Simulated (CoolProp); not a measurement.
Vapour-liquid equilibrium of isohexane (1) + n-hexane (2) at 20.4 kPa; x and y are mole fractions of (1).

The numbers come from the multi-fluid Helmholtz-energy mixture model, Lemmon 2006 and Thol 2019; pair parameters Bell 2016 in CoolProp.

```
x     bubble temperature, mixture model (°C)  bubble temperature, Raoult's law (°C)  y, mixture model  y, Raoult's law
----  --------------------------------------  -------------------------------------  ----------------  ---------------
0.05                                    24.8                                   24.8             0.070            0.069
0.15                                    23.8                                   23.9             0.202            0.198
0.25                                    22.9                                   23.1             0.323            0.319
0.35                                    22.0                                   22.2             0.434            0.431
0.45                                    21.2                                   21.4             0.537            0.536
0.55                                    20.4                                   20.6             0.632            0.633
0.65                                    19.7                                   19.9             0.722            0.724
0.75                                    19.0                                   19.1             0.806            0.810
0.85                                    18.3                                   18.4             0.886            0.889
0.95                                    17.7                                   17.7             0.963            0.964
```

The largest gap from Raoult's law is -0.2 K in bubble temperature, at x = 0.45. No azeotrope shows between x = 0.05 and 0.95.

The pair parameters rest on a limited set of measurements; away from them the model extrapolates.
